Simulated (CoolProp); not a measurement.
Properties of n-octane along the isobar 0.101 MPa (Tc = 295.6 °C, pc = 2.484 MPa, ω = 0.398).

Values from CoolProp's reference Helmholtz-energy equation of state, Beckmüller 2019.

```
T (°C)   phase  density (kg/m³)  speed of sound (m/s)  Prandtl number
------  ------  ---------------  --------------------  --------------
4.05    liquid              [?]                  1261            11.1
17.55   liquid            704.6                  1203            9.73
31.15   liquid            693.6                  1147            8.72
44.65   liquid            682.5                  1091            7.94
58.25   liquid            671.2                  1036            7.32
71.75   liquid            659.8                 982.8            6.82
85.25   liquid            648.1                   [?]            6.41
98.85   liquid            636.0                 877.5            6.06
112.35  liquid            623.7                 825.9             [?]
```

### Question
What belongs in the gaps?

### Answer

- 4.05, density (kg/m³): 715.4
- 85.25, speed of sound (m/s): 930.0
- 112.35, Prandtl number: 5.76

Viscosity comes from a separate model (Huber 2004). Thermal conductivity comes from a separate model (Huber 2005).
